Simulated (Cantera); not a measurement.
Feed: 1 mol BN, 3.1 mol NF3, 6.5 mol N2, equilibrated at 1252 °C and 0.150 Torr.

Equilibrium computed with Cantera from the NASA thermochemical tables; the gas is ideal and each condensed phase is pure. Candidate condensed phases: B, BN; 13 gas species. Rates play no part.

Base state: N2 0.539, F 0.397, BF3 0.0631 (mole fractions); condensed: gas only.

### Question
What changes in the equilibrium state with this change: temperature from 1252 °C to 452 °C?

### Answer
| species | before | after |
|---|---|---|
| N2 | 0.539 | 0.649 |
| F2 | 3.41e-6 | 0.199 |
| BF3 | 0.0631 | 0.0760 |
| F | 0.397 | 0.0737 |
| NF3 | <1e-9 | 0.00222 |

### Question
What changes in the equilibrium state with this change: pressure from 0.150 Torr to 75.0 Torr?

### Answer
| species | before | after |
|---|---|---|
| N2 | 0.539 | 0.540 |
| F | 0.397 | 0.395 |
| BF3 | 0.0631 | 0.0632 |
| F2 | 3.41e-6 | 0.00168 |
